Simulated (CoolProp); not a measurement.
n-perfluoropentane at several states: fugacity coefficient from the reference equation and from simpler models built on Tc = 147.9 °C, pc = 2063 kPa, ω = 0.436; each cubic takes its own stable root.

Computed with CoolProp (reference Helmholtz-energy equation of state, Gao 2022).

```json
[
 {"T (°C)": "215.75", "p (kPa)": "78.3", "phase": "gas", "reference": "0.9926"},
 {"T (°C)": "121.05", "p (kPa)": "11.4", "phase": "gas", "reference": "0.9976"},
 {"T (°C)": "43.25", "p (kPa)": "742", "phase": "liquid", "reference": "0.2139"},
 {"T (°C)": "215.75", "p (kPa)": "65", "phase": "gas", "reference": "0.9939"},
 {"T (°C)": "11.65", "p (kPa)": "770", "phase": "liquid", "reference": "0.06693"}
]
```

Q: How far does each simpler model (van der Waals, Redlich-Kwong, Soave-Redlich-Kwong) lie from the reference over these 5 states: mean and median of the absolute difference, and the worst?

A: 
- van der Waals: mean 147.0 %, median 0.1 %, worst +520.3 % at 11.65 °C and 770 kPa
- Redlich-Kwong: mean 48.3 %, median 0.1 %, worst +157.0 % at 11.65 °C and 770 kPa
- Soave-Redlich-Kwong: mean 0.3 %, median 0.0 %, worst +1.1 % at 43.25 °C and 742 kPa
